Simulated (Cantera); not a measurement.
Feed: 1 mol Cu, 7 mol HF, 1 mol H2, at 2.90e-5 bar.

These are equilibrium values from Cantera (NASA tables, ideal gas, pure condensed phases), not measurements of a reactor. Candidate condensed phases: Cu, CuF2; 15 gas species. The numbers say what is thermodynamically allowed, not how fast it happens.

Over these rows the condensed part is Cu(s). Partial pressures as log10 of bar:

```tsv
T (K)	1000/T (1/K)	log p Cu	log p HF	log p H2
1223	0.8177	-7.64	-4.60	-5.44
1248	0.8013	-7.36	-4.60	-5.44
1273	0.7855	?	-4.60	-5.44
1298	0.7704	-6.82	-4.60	-5.44
1323	0.7559	-6.57	-4.60	-5.44
1348	0.7418	-6.33	-4.60	-5.45
```

Question: Fit log p(Cu) = a + b·(1000/T) to the five rows, give the apparent enthalpy, and predict the row at 1273 K.

Answer: Means: 1000/T = 0.7774, log p = -6.944. Sxy = -0.068759, Sxx = 0.0039739, so b = -17.30 and a = -6.944 − (-17.30)×0.7774 = 6.51.
Apparent enthalpy: −19.145 × (-17.30) = 331 kJ/mol. The condensed phases alone fix this pressure, through Cu(s) = Cu(g), so the slope is that reaction's ΔH° and the other gases don't enter. The five rows lie within 0.01 of the line.
Prediction at 1273 K: 6.51 + (-17.30)×0.7855 = -7.08. The computed value is -7.08, 0.00 from the line.
